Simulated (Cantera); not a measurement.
A closed system holds: 1 mol SiO₂, 1.6 mol CH₄, 0.012 mol CO, equilibrated at 1.30 mbar.

These are equilibrium values from Cantera (NASA tables, ideal gas, pure condensed phases), not measurements of a reactor. Candidate condensed phases: C, C₆H₆, C₇H₈, C₈H₁₈, H₂O, Si, SiC, SiO₂; 123 gas species. Mutual solubility and eutectic melting of coexisting phases are not modelled. The tables hold silica as quartz up to 1696 K and as liquid above; real silica turns to tridymite and cristobalite and melts near 1996 K. Gases not in the tables: Si₂H₆ and higher silanes. The numbers say what is thermodynamically allowed, not how fast it happens.

Which condensed phases are stable at each of these points (T (K)): 1473, 1548, 1623, 1698, 1773, 1848, 1923, 1998, 2073, 2148, 2223, 2298, 2373, 2448?


| T (K) | condensed phases | Si condensed (%) |
|---|---|---|
| 1473 | SiC(s) + SiO₂(β-quartz) | 67.4 |
| 1548 | SiC(s) | 30.0 |
| 1623 | SiC(s) | 30.0 |
| 1698 | SiC(s) | 30.0 |
| 1773 | SiC(s) | 29.9 |
| 1848 | SiC(s) | 29.6 |
| 1923 | SiC(s) | 28.7 |
| 1998 | SiC(s) | 26.1 |
| 2073 | SiC(s) | 19.2 |
| 2148 | SiC(s) | 3.8 |
| 2223 | gas only | 0.0 |
| 2298 | gas only | 0.0 |
| 2373 | gas only | 0.0 |
| 2448 | gas only | 0.0 |

At 1473 K the condensed part is SiC(s) + SiO₂(β-quartz). From 1548 K to 2148 K the condensed part is SiC(s). From 2223 K to 2448 K nothing is condensed.
